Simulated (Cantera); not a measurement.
## Adiabatic ignition

An adiabatic, constant-volume homogeneous reactor starts with 8.20 % CH₄, 10.9 % O₂, 80.9 % N₂, equivalence ratio 1.5, at 1748 K and 220000 Pa.

Cantera simulation using GRI-Mech 3.0 (53 species, 325 reactions); the numbers are that mechanism's predictions, not measurements.

```json
[
 {"t (s)": "2.00e-6", "T (K)": "1748", "P (bar)": "2.20", "x CH₄": "0.0819", "x O₂": "0.109", "x C₂H₆": "4.70e-9", "x H₂O": "3.37e-6", "x CO": "2.60e-9", "x HCO": "2.47e-11", "x HO₂": "1.90e-6"},
 {"t (s)": "1.08e-5", "T (K)": "1747", "P (bar)": "2.20", "x CH₄": "0.0818", "x O₂": "0.109", "x C₂H₆": "1.00e-6", "x H₂O": "3.94e-5", "x CO": "3.31e-7", "x HCO": "1.67e-9", "x HO₂": "7.46e-6"},
 {"t (s)": "5.86e-5", "T (K)": "1751", "P (bar)": "2.20", "x CH₄": "0.0795", "x O₂": "0.108", "x C₂H₆": "0.000214", "x H₂O": "0.00124", "x CO": "0.000190", "x HCO": "3.42e-7", "x HO₂": "2.50e-5"},
 {"t (s)": "0.000317", "T (K)": "2787", "P (bar)": "3.73", "x CH₄": "<1e-12", "x O₂": "0.000587", "x C₂H₆": "<1e-12", "x H₂O": "0.101", "x CO": "0.0584", "x HCO": "1.86e-7", "x HO₂": "4.78e-7"},
 {"t (s)": "0.00172", "T (K)": "2782", "P (bar)": "3.73", "x CH₄": "<1e-12", "x O₂": "0.000530", "x C₂H₆": "<1e-12", "x H₂O": "0.101", "x CO": "0.0586", "x HCO": "1.83e-7", "x HO₂": "4.34e-7"},
 {"t (s)": "0.00931", "T (K)": "2781", "P (bar)": "3.73", "x CH₄": "<1e-12", "x O₂": "0.000528", "x C₂H₆": "<1e-12", "x H₂O": "0.101", "x CO": "0.0586", "x HCO": "1.83e-7", "x HO₂": "4.32e-7"},
 {"t (s)": "0.0504", "T (K)": "2781", "P (bar)": "3.73", "x CH₄": "<1e-12", "x O₂": "0.000528", "x C₂H₆": "<1e-12", "x H₂O": "0.101", "x CO": "0.0586", "x HCO": "1.83e-7", "x HO₂": "4.32e-7"},
 {"t (s)": "0.273", "T (K)": "2781", "P (bar)": "3.73", "x CH₄": "<1e-12", "x O₂": "0.000528", "x C₂H₆": "<1e-12", "x H₂O": "0.101", "x CO": "0.0586", "x HCO": "1.83e-7", "x HO₂": "4.32e-7"},
 {"t (s)": "1.48", "T (K)": "2781", "P (bar)": "3.73", "x CH₄": "<1e-12", "x O₂": "0.000528", "x C₂H₆": "<1e-12", "x H₂O": "0.101", "x CO": "0.0586", "x HCO": "1.83e-7", "x HO₂": "4.32e-7"},
 {"t (s)": "8.00", "T (K)": "2781", "P (bar)": "3.73", "x CH₄": "<1e-12", "x O₂": "0.000528", "x C₂H₆": "<1e-12", "x H₂O": "0.101", "x CO": "0.0586", "x HCO": "1.83e-7", "x HO₂": "4.32e-7"}
]
```
x: mole fraction; the columns are a selection and need not sum to one.

* **time of steepest temperature rise**: 0.134 ms
* **temperature at 8.00 s**: 2781 K
* **equilibrium temperature**: 2781 K
* **x(CH₄) at 8.00 s**: <1e-12 (gas-phase equilibrium 1.04e-12)
* **x(O₂) at 8.00 s**: 0.000528 (gas-phase equilibrium 0.000528)
* **x(C₂H₆) at 8.00 s**: <1e-12 (gas-phase equilibrium <1e-12)
